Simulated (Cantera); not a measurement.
Input: 1 mol SiH2Cl2, a varied amount of Cl2, 82 mol N2, at 133 Pa.

Equilibrium computed with Cantera from the NASA thermochemical tables; the gas is ideal and each condensed phase is pure. Candidate condensed phases: NH4Cl, Si, Si3N4; 28 gas species. N2 is the only nitrogen source here; it is nearly inert below about 1500 K, so the nitride shown seldom forms there in practice. The tables' values for SiCl3 are old estimates. Kinetics and transport are ignored.

Stable condensed phases, one row left out:

```
T in K \ n(Cl2) in mol
         0.008 0.011 0.016 0.023 0.033 0.048 0.068 0.097  0.14   0.2  0.28   0.4  0.57
   1725      A     A     A     A     A     A     A     A     A     B     B     B     B
   1650      C     C     C     C     C     C     C     C     C     C     B     B     B
   1500      C     C     C     C     C     C     C     C     C     C     C     C     B
   1425      C     C     C     C     C     C     C     C     C     C     C     C     C
   1350      C     C     C     C     C     C     C     C     C     C     C     C     C
   1275      C     C     C     C     C     C     C     C     C     C     C     C     C
   1200      C     C     C     C     C     C     C     C     C     C     C     C     C
   1125      C     C     C     C     C     C     C     C     C     C     C     C     C
   1050      C     C     C     C     C     C     C     C     C     C     C     C     C
    975      C     C     C     C     C     C     C     C     C     C     C     C     C
    900      C     C     C     C     C     C     C     C     C     C     C     C     C
    825      C     C     C     C     C     C     C     C     C     C     C     C     C
```

A: Si; B: gas only; C: Si3N4.

Task: Give the row for 1575 K.

Result: 0.008: Si3N4; 0.011: Si3N4; 0.016: Si3N4; 0.023: Si3N4; 0.033: Si3N4; 0.048: Si3N4; 0.068: Si3N4; 0.097: Si3N4; 0.14: Si3N4; 0.2: Si3N4; 0.28: Si3N4; 0.4: Si3N4; 0.57: gas only.
